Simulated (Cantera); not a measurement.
Cantera run, input and output.

```python
import numpy as np
import cantera as ct

gas = ct.Solution("gri30.yaml")
gas.TP = 300, 101325
flame = ct.CounterflowDiffusionFlame(gas, width=0.02)
flame.fuel_inlet.X, flame.fuel_inlet.T = {'CH4': 1, 'C2H6': 0.2}, 398
flame.oxidizer_inlet.X, flame.oxidizer_inlet.T = {'O2': 0.23, 'N2': 0.77}, 373
flame.set_refine_criteria(ratio=3, slope=0.12, curve=0.24, prune=0.03)
show = ['OH', 'H', 'NO', 'CO', 'C2H2']

rows = []
print(f"{'mdot':>8s}{'a_max':>10s}{'a_mean':>10s}{'Tmax/K':>9s}" + "".join(f"{s:>11s}" for s in show) + "   (peak mole fractions)")
for i, mdot in enumerate([0.25, 0.35, 0.47, 0.64, 0.87, 1.2, 1.6, 2.2, 3, 4.1]):  # kg/m2/s on the oxidiser side
    flame.oxidizer_inlet.mdot, flame.fuel_inlet.mdot = mdot, 0.83 * mdot
    flame.solve(loglevel=0, auto=(i == 0))
    if flame.T.max() < max(398, 373) + 100:
        print(f"{mdot:8.3g}  no burning solution found from the previous one")
        break
    dT = np.abs(np.gradient(flame.T, flame.grid))
    rows.append([flame.strain_rate("max"), flame.strain_rate("mean"), flame.T.max(),
                 *(flame.X[gas.species_index(s)].max() for s in show), max(dT[0], dT[-1]) / dT.max()])
    print(f"{mdot:8.3g}{rows[-1][0]:10.1f}{rows[-1][1]:10.1f}{rows[-1][2]:9.1f}" + "".join(f"{x:11.3e}" for x in rows[-1][3:-1]))
```

It prints:

```
    mdot     a_max    a_mean   Tmax/K         OH          H         NO         CO       C2H2   (peak mole fractions)
    0.25     175.7      31.7   2152.3  9.021e-03  4.425e-03  3.018e-04  6.171e-02  2.130e-02
    0.35     237.0      44.3   2135.1  8.998e-03  4.652e-03  2.796e-04  6.082e-02  2.018e-02
    0.47     310.6      59.5   2121.2  8.959e-03  4.856e-03  2.593e-04  6.021e-02  1.926e-02
    0.64     410.2      81.0   2106.6  8.900e-03  5.069e-03  2.364e-04  5.972e-02  1.825e-02
    0.87     541.9     110.2   2093.6  8.850e-03  5.295e-03  2.132e-04  5.955e-02  1.737e-02
     1.2     723.1     152.0   2074.6  8.650e-03  5.458e-03  1.842e-04  5.930e-02  1.622e-02
     1.6     934.9     202.6   2055.8  8.405e-03  5.571e-03  1.565e-04  5.925e-02  1.506e-02
     2.2    1246.6     278.6   2032.0  8.028e-03  5.619e-03  1.246e-04  5.939e-02  1.355e-02
       3    1657.0     379.9   2004.0  7.520e-03  5.547e-03  9.306e-05  5.979e-02  1.188e-02
     4.1    2202.4     519.2   1966.4  6.770e-03  5.262e-03  6.123e-05  6.052e-02  9.763e-03
```

Detailed kinetics in Cantera: GRI-Mech 3.0 (53 species, 325 reactions). GRI-Mech 3.0 has no aromatics or soot, which form on the fuel side of real flames. The maximum strain rate includes the flame's own expansion and is several times the mean.
